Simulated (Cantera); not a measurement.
# Stirred combustor or abatement burner

A perfectly stirred reactor is fed with CH4 : CO : O2 : N2 = 1 : 1.5 : 6.11 : 23 (molar parts), equivalence ratio 0.45, at 5.10 bar; it is adiabatic with a 398 K inlet, and is followed from long to short residence time, starting on the burning branch (τ in s: 0.048, 0.02, 0.0081, 0.0033, 0.0014, 0.00056, 0.00023, 9.4e-05, 3.8e-05, 1.6e-05, 6.5e-06).

Model: GRI-Mech 3.0 (53 species, 325 reactions), integrated in Cantera.

```tsv
τ (s)	T (K)	x CH4	x CO	x O2	x NO	x CH2O	x CO2	x N2O
0.048	1537	1.89e-5	0.000572	0.109	2.60e-6	1.72e-6	0.0804	1.89e-6
0.020	1532	3.50e-5	0.00109	0.109	2.54e-6	3.28e-6	0.0798	2.52e-6
0.0081	1523	6.80e-5	0.00218	0.110	2.11e-6	6.60e-6	0.0786	2.90e-6
0.0033	1502	0.000144	0.00466	0.111	1.35e-6	1.44e-5	0.0760	2.74e-6
0.0014	398	0.0316	0.0475	0.193	<1e-12	<1e-12	<1e-12	<1e-12
0.00056	398	0.0316	0.0475	0.193	<1e-12	<1e-12	<1e-12	<1e-12
0.00023	398	0.0316	0.0475	0.193	<1e-12	<1e-12	<1e-12	<1e-12
9.4e-5	398	0.0316	0.0475	0.193	<1e-12	<1e-12	<1e-12	<1e-12
3.8e-5	398	0.0316	0.0475	0.193	<1e-12	<1e-12	<1e-12	<1e-12
1.6e-5	398	0.0316	0.0475	0.193	<1e-12	<1e-12	<1e-12	<1e-12
6.5e-6	398	0.0316	0.0475	0.193	<1e-12	<1e-12	<1e-12	<1e-12
```
x: mole fraction; the columns are a selection and need not sum to one.
